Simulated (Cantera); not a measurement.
A freely propagating, adiabatic, planar premixed flame of H₂ : O₂ : N₂ : H₂O = 1 : 0.847 : 4.15 : 1.1 (molar parts), unburnt at 325 K and 0.110 bar; mixture-averaged transport, grid criteria slope 0.08 and curve 0.16, no radiation.

Cantera simulation using the H2/O2 subset of GRI-Mech 3.0, which has no nitrogen chemistry; the numbers are that mechanism's predictions, not measurements. Burning velocities carry a grid error of a few per cent, more on coarse grids. Lean hydrogen flames are cellular in practice and burn faster than this planar one.

Task: What does this change do: inlet temperature 325 to 700 K?

Result: 
| quantity | before | after |
|---|---|---|
| laminar burning velocity | 29.2 cm/s | 405 cm/s |
| thermal thickness | 7.13 mm | 8.46 mm |
| peak x(OH) | 0.00200 | 0.00647 |
| peak x(H₂O₂) | 3.40e-5 | 1.43e-6 |
| peak x(O) | 0.00156 | 0.00664 |

Task: What does this change do: inlet temperature 325 to 525 K?

Result: 
```
quantity                     before     after
------------------------  ---------  --------
laminar burning velocity  29.2 cm/s  151 cm/s
thermal thickness           7.13 mm   6.81 mm
peak x(OH)                  0.00200   0.00432
peak x(H₂O₂)                3.40e-5   8.19e-6
peak x(O)                   0.00156   0.00408
```

Task: What does this change do: N2 4.15 to 3.3 parts?

Result: 
```json
[
 {"quantity": "laminar burning velocity", "before": "29.2 cm/s", "after": "51.4 cm/s"},
 {"quantity": "thermal thickness", "before": "7.13 mm", "after": "5.62 mm"},
 {"quantity": "peak x(OH)", "before": "0.00200", "after": "0.00366"},
 {"quantity": "peak x(H₂O₂)", "before": "3.40e-5", "after": "3.75e-5"},
 {"quantity": "peak x(O)", "before": "0.00156", "after": "0.00287"}
]
```
